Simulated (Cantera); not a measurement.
A Cantera script and what it prints.

```python
import numpy as np
import cantera as ct

gas_names = [...]  # 114 gases of nasa_gas.yaml made of C, Fe, H, O
cond_names = """
    C(gr) C6H6(L) C7H8(L) C8H18(L),n-octa Fe(a) Fe(c) Fe(d) Fe(L) FeC5O5(L) FeO(s) FeO(L) Fe(OH)2(s)
    Fe(OH)3(s) Fe2O3(s) Fe3O4(s) H2O(s) H2O(L)
""".split()


# ... load() reads the species with a 1 bar reference pressure and builds the phases ...
atoms = {
    'Fe3O4': {'Fe': 3, 'O': 4},
    'CO': {'C': 1, 'O': 1},
    'H2': {'H': 2},
}
top_T = {'C(gr)': 4500, 'Fe2O3(s)': 1830, 'Fe3O4(s)': 1870}  # K; cautious upper limits of use, not melting points


# ... equilibrate(T, P, feed) seeds the gas with the atoms and calls Mixture.equilibrate('TP', solver="vcs", rtol=1e-11, max_steps=5000) ...
results = []
T = 2225  # K
P = 1333.22  # Pa
for m in [0.1, 0.18, 0.32, 0.56, 0.98, 1.7, 3, 5.2]:
    feed = {'Fe3O4': 1, 'CO': 0.61, 'H2': m}  # mol
    mix = equilibrate(T, P, feed)
    results.append((T, P, feed, dict(zip(mix.species_names, mix.species_moles))))
    x = sorted(zip(gas.X, gas.species_names), reverse=True)
    print(f"T = {T:g} K  P = {P:g} Pa  n(H2) = {m:g} mol  gas = {mix.phase_moles(0):.4g} mol")
    print("   x: " + "  ".join(f"{s} {v:.3e}" for v, s in x if v > 1e-05))
    print("   condensed (mol): " + ("  ".join(f"{mix.phase(i).name} {mix.phase_moles(i):.4g}"
          for i in range(1, mix.n_phases) if mix.phase_moles(i) > 1e-12) or "none"))
```

Output:

```
T = 2225 K  P = 1333.22 Pa  n(H2) = 0.1 mol  gas = 0.913 mol
   x: CO2 5.858e-01  O2 1.937e-01  H2O 9.761e-02  CO 8.233e-02  OH 1.568e-02  O 1.206e-02  FeO 4.068e-03  Fe 3.295e-03  H 2.837e-03  H2 2.558e-03  Fe(OH)2 9.464e-05
   condensed (mol): FeO(L) 2.993
T = 2225 K  P = 1333.22 Pa  n(H2) = 0.18 mol  gas = 0.9616 mol
   x: CO2 5.466e-01  H2O 1.702e-01  O2 1.484e-01  CO 8.777e-02  OH 1.938e-02  O 1.056e-02  H2 5.096e-03  FeO 4.068e-03  H 4.005e-03  Fe 3.765e-03  Fe(OH)2 1.651e-04
   condensed (mol): FeO(L) 2.992
T = 2225 K  P = 1333.22 Pa  n(H2) = 0.32 mol  gas = 1.051 mol
   x: CO2 4.785e-01  H2O 2.794e-01  CO 1.019e-01  O2 8.439e-02  OH 2.156e-02  H2 1.109e-02  O 7.961e-03  H 5.907e-03  Fe 4.992e-03  FeO 4.068e-03  Fe(OH)2 2.709e-04
   condensed (mol): FeO(L) 2.99
T = 2225 K  P = 1333.22 Pa  n(H2) = 0.56 mol  gas = 1.236 mol
   x: H2O 4.063e-01  CO2 3.468e-01  CO 1.466e-01  H2 3.202e-02  O2 2.141e-02  OH 1.845e-02  H 1.004e-02  Fe 9.911e-03  FeO 4.068e-03  O 4.010e-03  Fe(OH)2 3.939e-04
   condensed (mol): FeO(L) 2.982
T = 2225 K  P = 1333.22 Pa  n(H2) = 0.98 mol  gas = 1.68 mol
   x: H2O 4.544e-01  CO 2.078e-01  CO2 1.552e-01  H2 1.134e-01  Fe 3.140e-02  H 1.889e-02  OH 1.096e-02  FeO 4.068e-03  O2 2.133e-03  O 1.266e-03  Fe(OH)2 4.405e-04
   condensed (mol): FeO(L) 2.94
T = 2225 K  P = 1333.22 Pa  n(H2) = 1.7 mol  gas = 2.562 mol
   x: H2O 4.023e-01  H2 2.438e-01  CO 1.821e-01  Fe 7.621e-02  CO2 5.602e-02  H 2.770e-02  OH 6.621e-03  FeO 4.068e-03  O 5.215e-04  Fe(OH)2 3.900e-04  O2 3.621e-04
   condensed (mol): FeO(L) 2.793
T = 2225 K  P = 1333.22 Pa  n(H2) = 3 mol  gas = 4.263 mol
   x: H2 3.477e-01  H2O 3.369e-01  Fe 1.298e-01  CO 1.212e-01  H 3.308e-02  CO2 2.190e-02  OH 4.643e-03  FeO 4.068e-03  Fe(OH)2 3.267e-04  O 3.063e-04  O2 1.249e-04
   condensed (mol): FeO(L) 2.428
T = 2225 K  P = 1333.22 Pa  n(H2) = 5.2 mol  gas = 7.226 mol
   x: H2 4.040e-01  H2O 2.957e-01  Fe 1.718e-01  CO 7.429e-02  H 3.566e-02  CO2 1.014e-02  FeO 4.068e-03  OH 3.780e-03  Fe(OH)2 2.867e-04  O 2.313e-04  O2 7.122e-05
   condensed (mol): FeO(L) 1.727
```

Method: chemical equilibrium by Gibbs-energy minimisation in Cantera with the NASA 1993 tables (ideal gas, pure condensed phases). The tables' stoichiometric FeO is somewhat more stable than real wüstite, so its field is too wide. FeO: taken at fixed stoichiometry.
